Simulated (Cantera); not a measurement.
Feed: 1 mol CH₃SiCl₃, 0.1 mol C₂H₂, 810 mol H₂, at 0.240 bar.

These are equilibrium values from Cantera (NASA tables, ideal gas, pure condensed phases), not measurements of a reactor. Candidate condensed phases: C, C₆H₆, C₇H₈, C₈H₁₈, Si, SiC; 109 gas species. The feed counts by its element totals alone. Gases not in the tables: Si₂H₆ and higher silanes. Equilibrium is a limit: real reactors are often held back by kinetics, nucleation or transport.

At 2448 K, list the 5 most abundant gas species with their mole fractions, and the condensed phases.

H₂ 0.955, H 0.0397, HCl 0.00350, Si 0.000959, C₂H₂ (acetylene) 0.000686. Condensed: gas only.
